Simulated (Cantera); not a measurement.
An adiabatic, constant-pressure homogeneous reactor starts with CH4 : C2H6 : O2 : N2 = 1 : 0.036 : 1.77 : 5.32 (molar parts), equivalence ratio 1.2, at 1000 K and 5.80 bar. Integrator tolerance rtol = 1e-08.

Computed with Cantera and GRI-Mech 3.0 (53 species, 325 reactions).

### Question
What does this change do: C2H6 0.036 to 0.11 parts?

### Answer
| quantity | before | after |
|---|---|---|
| time of steepest temperature rise | 42.7 ms | 26.6 ms |
| temperature at 0.700 s | 2753 K | 2693 K |
| equilibrium temperature | 2753 K | 2693 K |
| x(CH4) at 0.700 s | <1e-12 (gas-phase equilibrium <1e-12) | 3.28e-12 (gas-phase equilibrium 3.79e-12) |
| x(C2H6) at 0.700 s | <1e-12 (gas-phase equilibrium <1e-12) | <1e-12 (gas-phase equilibrium <1e-12) |
| x(O2) at 0.700 s | 0.00254 (gas-phase equilibrium 0.00254) | 0.000507 (gas-phase equilibrium 0.000507) |
| x(H) at 0.700 s | 0.00509 (gas-phase equilibrium 0.00509) | 0.00533 (gas-phase equilibrium 0.00533) |
| x(H2O2) at 0.700 s | 2.90e-7 (gas-phase equilibrium 2.90e-7) | 1.14e-7 (gas-phase equilibrium 1.14e-7) |
| x(C2H4) at 0.700 s | <1e-12 (gas-phase equilibrium <1e-12) | <1e-12 (gas-phase equilibrium <1e-12) |
| x(NO) at 0.700 s | 0.00336 (gas-phase equilibrium 0.00336) | 0.00135 (gas-phase equilibrium 0.00135) |

### Question
What does this change do: initial temperature 1000 to 1498 K?

### Answer
| quantity | before | after |
|---|---|---|
| time of steepest temperature rise | 42.7 ms | 0.147 ms |
| temperature at 0.700 s | 2753 K | 2970 K |
| equilibrium temperature | 2753 K | 2970 K |
| x(CH4) at 0.700 s | <1e-12 (gas-phase equilibrium <1e-12) | <1e-12 (gas-phase equilibrium <1e-12) |
| x(C2H6) at 0.700 s | <1e-12 (gas-phase equilibrium <1e-12) | <1e-12 (gas-phase equilibrium <1e-12) |
| x(O2) at 0.700 s | 0.00254 (gas-phase equilibrium 0.00254) | 0.00716 (gas-phase equilibrium 0.00716) |
| x(H) at 0.700 s | 0.00509 (gas-phase equilibrium 0.00509) | 0.0117 (gas-phase equilibrium 0.0117) |
| x(H2O2) at 0.700 s | 2.90e-7 (gas-phase equilibrium 2.90e-7) | 6.33e-7 (gas-phase equilibrium 6.33e-7) |
| x(C2H4) at 0.700 s | <1e-12 (gas-phase equilibrium <1e-12) | <1e-12 (gas-phase equilibrium <1e-12) |
| x(NO) at 0.700 s | 0.00336 (gas-phase equilibrium 0.00336) | 0.00746 (gas-phase equilibrium 0.00746) |

### Question
What does this change do: initial temperature 1000 to 1725 K?

### Answer
| quantity | before | after |
|---|---|---|
| time of steepest temperature rise | 42.7 ms | 21.8 µs |
| temperature at 0.700 s | 2753 K | 3056 K |
| equilibrium temperature | 2753 K | 3056 K |
| x(CH4) at 0.700 s | <1e-12 (gas-phase equilibrium <1e-12) | <1e-12 (gas-phase equilibrium <1e-12) |
| x(C2H6) at 0.700 s | <1e-12 (gas-phase equilibrium <1e-12) | <1e-12 (gas-phase equilibrium <1e-12) |
| x(O2) at 0.700 s | 0.00254 (gas-phase equilibrium 0.00254) | 0.00943 (gas-phase equilibrium 0.00943) |
| x(H) at 0.700 s | 0.00509 (gas-phase equilibrium 0.00509) | 0.0159 (gas-phase equilibrium 0.0159) |
| x(H2O2) at 0.700 s | 2.90e-7 (gas-phase equilibrium 2.90e-7) | 7.80e-7 (gas-phase equilibrium 7.80e-7) |
| x(C2H4) at 0.700 s | <1e-12 (gas-phase equilibrium <1e-12) | <1e-12 (gas-phase equilibrium <1e-12) |
| x(NO) at 0.700 s | 0.00336 (gas-phase equilibrium 0.00336) | 0.00944 (gas-phase equilibrium 0.00944) |
Above 3000 K some thermodynamic fits are extrapolated.
